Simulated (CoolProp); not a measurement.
Hydrogen chloride at 293.15 K and 10.1 MPa is throttled through a valve to 0.659 MPa with no heat exchange. Each further row changes one setting.

The numbers come from the reference Helmholtz-energy equation of state, Thol 2018 in CoolProp.

| case | temperature change (K) | final phase | final density (kg/m³) |
|---|---|---|---|
| as stated | ? | ? | ? |
| outlet pressure 0.198 MPa | ? | ? | ? |
| outlet pressure 0.857 MPa | -56.8 | ? | ? |

Q: What belongs in the gaps?

A: 
- as stated, temperature change (K): -64.1
- as stated, final phase: two-phase, vapour fraction 0.304
- as stated, final density (kg/m³): 44.9
- outlet pressure 0.198 MPa, temperature change (K): -92.3
- outlet pressure 0.198 MPa, final phase: two-phase, vapour fraction 0.389
- outlet pressure 0.198 MPa, final density (kg/m³): 11.6
- outlet pressure 0.857 MPa, final phase: two-phase, vapour fraction 0.279
- outlet pressure 0.857 MPa, final density (kg/m³): 62.1
